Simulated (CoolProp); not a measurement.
A closed Brayton cycle with carbon dioxide: compressor inlet 327.15 K and 9.1 MPa, high pressure 18.4 MPa, turbine inlet 775 K, compressor efficiency 0.85, turbine efficiency 0.93, recuperator effectiveness 0 (on enthalpy, no pinch check). Each further row changes one setting.

Model: reference Helmholtz-energy equation of state, Span 1996, in CoolProp.

| case | thermal efficiency (%) | net work (kJ/kg) | compressor to turbine work | compressor exit (K) | turbine exit (K) |
|---|---|---|---|---|---|
| as stated | 11.3 | 58.7 | 0.36 | 382.7 | 690.4 |
| turbine inlet 725 K | 11.3 | 52.0 | 0.38 | 382.7 | 643.6 |
| compressor inlet 337.15 K | [?] | 53.7 | 0.41 | 398.1 | 690.4 |
| high pressure 15.6 MPa | 8.8 | [?] | [?] | [?] | 709.9 |
| recuperator effectiveness 0.5 | [?] | 58.7 | 0.36 | 382.7 | 690.4 |

Question: What belongs in the gaps?

Answer: 
- compressor inlet 337.15 K, thermal efficiency (%): 11.0
- high pressure 15.6 MPa, net work (kJ/kg): 46.8
- high pressure 15.6 MPa, compressor to turbine work: 0.34
- high pressure 15.6 MPa, compressor exit (K): 369.4
- recuperator effectiveness 0.5, thermal efficiency (%): 17.3
